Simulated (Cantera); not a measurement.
A closed system holds: 1 mol Si, 1.8 mol HCl, 9.2 mol H₂, equilibrated at 12.0 bar.

Equilibrium computed with Cantera from the NASA thermochemical tables; the gas is ideal and each condensed phase is pure. Candidate condensed phases: Si; 19 gas species. The tables' values for SiCl₃ are old estimates; treat these amounts as uncertain. Gases not in the tables: Si₂H₆ and higher silanes. Equilibrium is a limit: real reactors are often held back by kinetics, nucleation or transport. All values below are at 1650 K.

Base state: H₂ 0.891, HCl 0.0710, SiCl₂ 0.0201, SiHCl₃ 0.00682, SiCl₃ 0.00545, SiCl₄ 0.00324, SiH₂Cl₂ 0.00245, SiH₃Cl 0.000266 (mole fractions); condensed: Si(s).

Task: What changes in the equilibrium state with this change: pressure from 12.0 bar to 2.10 bar?

Result: 
```tsv
species	before	after
H₂	0.891	0.880
HCl	0.0710	0.0840
SiCl₂	0.0201	0.0286
SiH₄	1.16e-5	1.98e-6
SiH₃Cl	0.000266	5.44e-5
SiH₂Cl₂	0.00245	0.000602
SiHCl₃	0.00682	0.00201
Si(s), mol	0.584	0.604
```
